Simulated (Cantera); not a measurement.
**Calcination and drying: LiOH + H2**

Input: 1 mol LiOH, 0.73 mol H2, held at 5.80 bar.

Equilibrium computed with Cantera from the NASA thermochemical tables; the gas is ideal and each condensed phase is pure. Candidate condensed phases: H2O, Li, LiH, LiOH, Li2O; 17 gas species. Mutual solubility and eutectic melting of coexisting phases are not modelled. The numbers say what is thermodynamically allowed, not how fast it happens.

From 1075 K to 1625 K the condensed part is LiOH(l) + Li2O(s). At 1675 K the condensed part is Li2O(s). The main Li-bearing gas is LiOH throughout.

```csv
T (K),x H2,x H2O,x LiOH,x Li2(OH)2,n LiOH(l),n Li2O(s)
1075,0.950,0.0499,9.50e-6,1.68e-6,0.923,0.0383
1125,0.933,0.0672,2.73e-5,4.03e-6,0.895,0.0526
1175,0.912,0.0875,7.10e-5,8.85e-6,0.860,0.0700
1225,0.889,0.111,0.000170,1.80e-5,0.818,0.0908
1275,0.863,0.136,0.000377,3.42e-5,0.769,0.115
1325,0.835,0.164,0.000784,6.13e-5,0.712,0.143
1375,0.805,0.194,0.00154,0.000104,0.647,0.176
1425,0.772,0.225,0.00287,0.000169,0.571,0.213
1475,0.737,0.258,0.00509,0.000264,0.484,0.255
1525,0.700,0.291,0.00868,0.000397,0.383,0.304
1575,0.660,0.325,0.0143,0.000577,0.264,0.360
1625,0.617,0.360,0.0226,0.000815,0.121,0.425
1675,0.583,0.381,0.0342,0.00109,0,0.477
```
x: gas mole fraction; n: condensed amount in mol.
